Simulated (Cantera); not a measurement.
Input: 1 mol N₂O, 0.051 mol H₂, held at 1700 °C and 19.0 bar.

Method: chemical equilibrium by Gibbs-energy minimisation in Cantera with the NASA 1993 tables (ideal gas, pure condensed phases). Candidate condensed phases: H₂O; 24 gas species. The numbers say what is thermodynamically allowed, not how fast it happens.

Base state: N₂ 0.651, O₂ 0.307, H₂O 0.0331, NO 0.00781, OH 0.000543, NO₂ 7.47e-5, O 6.90e-5 (mole fractions); condensed: gas only.

Q: What changes in the equilibrium state with this change: N₂O replaced by H₂O?

A: 
```csv
species,before,after
H₂O,0.0331,0.951
H₂,3.22e-6,0.0486
OH,0.000543,0.000127
N₂,0.651,0
O₂,0.307,1.11e-6
NO,0.00781,0
NO₂,7.47e-5,0
O,6.90e-5,1.32e-7
H,5.56e-7,6.83e-5
```
